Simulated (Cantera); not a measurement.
# SiHCl3 + N2 (silicon epitaxy and polysilicon growth)

Charge: 1 mol SiHCl3, 44 mol N2, equilibrated at 1 atm.

Equilibrium computed with Cantera from the NASA thermochemical tables; the gas is ideal and each condensed phase is pure. Candidate condensed phases: NH4Cl, Si, Si3N4; 28 gas species. N2 is the only nitrogen source here; it is nearly inert below about 1500 K, so the nitride shown seldom forms there in practice. The tables' values for SiCl3 are old estimates; treat these amounts as uncertain. The numbers say what is thermodynamically allowed, not how fast it happens.

| T (K) | x N2 | x HCl | x SiCl4 | x SiCl2 | x SiCl3 | x H2 | x SiHCl3 | n Si3N4(s) |
|---|---|---|---|---|---|---|---|---|
| 850 | 0.968 | 0.0176 | 0.0122 | 5.44e-11 | 9.67e-8 | 0.00225 | 2.58e-6 | 0.150 |
| 925 | 0.968 | 0.0182 | 0.0121 | 1.39e-9 | 6.51e-7 | 0.00197 | 4.75e-6 | 0.152 |
| 1000 | 0.968 | 0.0186 | 0.0119 | 2.18e-8 | 3.28e-6 | 0.00176 | 7.97e-6 | 0.153 |
| 1075 | 0.968 | 0.0189 | 0.0119 | 2.31e-7 | 1.31e-5 | 0.00159 | 1.24e-5 | 0.155 |
| 1150 | 0.968 | 0.0192 | 0.0118 | 1.78e-6 | 4.38e-5 | 0.00146 | 1.82e-5 | 0.155 |
| 1225 | 0.967 | 0.0194 | 0.0116 | 1.06e-5 | 0.000125 | 0.00135 | 2.53e-5 | 0.156 |
| 1300 | 0.967 | 0.0196 | 0.0114 | 5.12e-5 | 0.000314 | 0.00127 | 3.38e-5 | 0.155 |
| 1375 | 0.967 | 0.0197 | 0.0110 | 0.000204 | 0.000700 | 0.00121 | 4.31e-5 | 0.153 |
| 1450 | 0.967 | 0.0197 | 0.0102 | 0.000689 | 0.00139 | 0.00117 | 5.24e-5 | 0.147 |
| 1525 | 0.966 | 0.0197 | 0.00880 | 0.00197 | 0.00242 | 0.00118 | 5.96e-5 | 0.133 |
| 1600 | 0.964 | 0.0194 | 0.00659 | 0.00471 | 0.00355 | 0.00126 | 6.15e-5 | 0.108 |
x: gas mole fraction; n: condensed amount in mol.

From 850 K to 1600 K the condensed part is Si3N4(s). The main Si-bearing gas is SiCl4 throughout. The share of Si in condensed phases is highest at 1225 K (46.7 %) and lowest at 1600 K (32.3 %).
